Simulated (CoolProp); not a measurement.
Tetradecamethylhexasiloxane (MD4M) along the isotherm 620 K: density (kg/m³) from the reference equation and from simpler models built on Tc = 653.2 K, pc = 8.286 bar, ω = 0.800; each cubic takes its own stable root.

Computed with CoolProp (reference Helmholtz-energy equation of state, Thol 2019).

```json
[
 {"p (bar)": "2.59", "phase": "gas", "reference": "27.86"},
 {"p (bar)": "5.18", "phase": "liquid", "reference": "486.0"},
 {"p (bar)": "7.77", "phase": "liquid", "reference": "500.4"},
 {"p (bar)": "10.4", "phase": "liquid", "reference": "511.5"},
 {"p (bar)": "12.9", "phase": "liquid", "reference": "520.2"},
 {"p (bar)": "15.5", "phase": "liquid", "reference": "527.8"},
 {"p (bar)": "18.1", "phase": "liquid", "reference": "534.5"},
 {"p (bar)": "20.7", "phase": "liquid", "reference": "540.5"},
 {"p (bar)": "23.3", "phase": "liquid", "reference": "545.9"},
 {"p (bar)": "25.9", "phase": "liquid", "reference": "550.9"},
 {"p (bar)": "28.5", "phase": "liquid", "reference": "555.4"},
 {"p (bar)": "31.1", "phase": "liquid", "reference": "559.7"},
 {"p (bar)": "33.7", "phase": "liquid", "reference": "563.6"},
 {"p (bar)": "36.2", "phase": "liquid", "reference": "567.2"},
 {"p (bar)": "38.8", "phase": "liquid", "reference": "570.8"},
 {"p (bar)": "41.4", "phase": "liquid", "reference": "574.1"}
]
```

Question: How far does each simpler model (van der Waals, Redlich-Kwong) lie from the reference over these 16 states: mean and median of the absolute difference, and the worst?

Answer: 
- van der Waals: mean 35.3 %, median 32.6 %, worst -86.9 % at 620 K and 5.18 bar
- Redlich-Kwong: mean 18.1 %, median 13.1 %, worst -86.0 % at 620 K and 5.18 bar

At some of these states van der Waals, Redlich-Kwong gives the other phase, because its saturation line lies elsewhere.
